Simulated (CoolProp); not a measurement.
Values from CoolProp's reference Helmholtz-energy equation of state, Zhou 2014.

### Question
Give the vapour pressure (bar), vapour density (kg/m³), surface tension (mN/m) of saturated cyclohexane at 151.15, 163.05, 234.55 °C.

### Answer
```tsv
T (°C)	p (bar)	vapour density (kg/m³)	surface tension (mN/m)
151.15	5.66	15.4	10.3
163.05	7.12	19.4	9.15
234.55	22.4	68.4	2.80
```

Surface tension comes from a separate correlation (Mulero 2012).
